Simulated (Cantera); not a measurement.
**Sublimation and decomposition of ceramics: TiC + C + H₂**

Charge: 1 mol TiC, 0.43 mol C, 0.1 mol H₂, equilibrated at 0.0975 Torr.

Method: chemical equilibrium by Gibbs-energy minimisation in Cantera with the NASA 1993 tables (ideal gas, pure condensed phases). Candidate condensed phases: C, C₆H₆, C₇H₈, C₈H₁₈, Ti, TiC; 77 gas species. TiC: taken at fixed stoichiometry. The numbers say what is thermodynamically allowed, not how fast it happens.

```csv
T (K),x H₂,x H,x C₂H₂ (acetylene),x Ti,n C(graphite),n TiC(s)
1773,0.975,0.0246,0.000137,4.10e-8,0.430,1.00
1823,0.963,0.0373,0.000203,1.36e-7,0.430,1.00
1873,0.945,0.0550,0.000295,4.24e-7,0.430,1.00
1923,0.920,0.0793,0.000415,1.24e-6,0.430,1.00
1973,0.888,0.112,0.000569,3.45e-6,0.430,1.00
2023,0.846,0.153,0.000756,9.11e-6,0.430,1.000
2073,0.794,0.205,0.000973,2.29e-5,0.430,1.000
2123,0.730,0.269,0.00121,5.51e-5,0.430,1.000
2173,0.656,0.343,0.00145,0.000127,0.430,1.000
2223,0.573,0.425,0.00166,0.000283,0.430,1.000
2273,0.485,0.513,0.00183,0.000607,0.430,1.000
2323,0.396,0.601,0.00192,0.00126,0.429,1.000
```
x: gas mole fraction; n: condensed amount in mol.

From 1773 K to 2323 K the condensed part is C(graphite) + TiC(s). The main Ti-bearing gas is Ti throughout.
